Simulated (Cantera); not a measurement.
An isothermal plug-flow reactor at 675 K and 1.01 bar (inlet), inlet velocity 0.17 m/s, active area per volume 2000 1/m; feed CO : O2 : N2 : H2O = 0.014 : 0.018 : 0.79 : 0.0071 (molar parts), equivalence ratio 0.39.

Detailed kinetics in Cantera: Deutschmann's 1995 Pt surface mechanism with GRI-Mech 3.0 gas chemistry. Catalytic surfaces can have several steady states; this one follows from the mechanism file's or the stated starting coverage. Mass transfer to the wall is taken as infinitely fast.

x: gas mole fraction; θ: surface coverage.

```tsv
z (m)	x CO	x O2	x H2O	x CO2	θ free Pt	θ O*	θ OH*	θ CO*
0.0007	0.0149	0.0208	0.00857	0.00196	0.0259	0.00226	0.000166	0.972
0.0013	0.0131	0.0199	0.00858	0.00379	0.0277	0.00249	(withheld)	0.970
0.0022	0.00998	0.0183	0.00859	0.00696	0.0320	0.00308	(withheld)	0.965
0.004	0.000379	0.0136	0.00863	0.0166	0.0160	0.981	(withheld)	0.000265
0.007	5.53e-5	0.0134	0.00864	0.0170	0.0125	0.985	0.00242	2.33e-5
0.013	2.30e-6	0.0134	0.00864	0.0170	0.0121	0.986	0.00238	9.11e-7
0.022	2.12e-8	0.0134	0.00864	0.0170	0.0121	0.986	0.00238	8.40e-9
0.04	1.82e-12	0.0134	0.00864	0.0170	0.0121	0.986	0.00238	<1e-12
0.07	<1e-12	0.0134	0.00864	0.0170	0.0121	0.986	0.00238	<1e-12
```

Problem. Some entries are withheld; supply them.

Solution. 
- 0.0013, θ OH*: 0.000180
- 0.0022, θ OH*: 0.000216
- 0.004, θ OH*: 0.00273
